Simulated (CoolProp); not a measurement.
Vapour pressure (MPa) of p-xylene: the reference equation beside estimates from Tc = 616.2 K, pc = 3.532 MPa, ω = 0.324.

Model: reference Helmholtz-energy equation of state, Zhou 2012, in CoolProp.

```csv
T (K),reference,van der Waals,Redlich-Kwong,Soave-Redlich-Kwong,Peng-Robinson
480.3,0.4736,1.199,0.7200,0.4817,0.4760
482.8,0.4963,1.229,0.7478,0.5051,0.4991
485.3,0.5198,1.259,0.7765,0.5294,0.5229
487.8,0.5441,1.290,0.8058,0.5545,0.5476
490.3,0.5693,1.321,0.8359,0.5806,0.5732
492.8,0.5954,1.352,0.8668,0.6075,0.5998
495.3,0.6224,1.384,0.8985,0.6354,0.6272
497.9,0.6514,1.418,0.9323,0.6654,0.6567
500.4,0.6802,1.451,0.9656,0.6953,0.6861
502.9,0.7100,1.484,0.9997,0.7261,0.7164
505.4,0.7408,1.518,1.035,0.7580,0.7478
```

Absolute difference from the reference over all 11 rows, mean and median: van der Waals 127.9 and 127.1 %, Redlich-Kwong 45.7 and 45.6 %, Soave-Redlich-Kwong 2.0 and 2.0 %, Peng-Robinson 0.7 and 0.7 %.
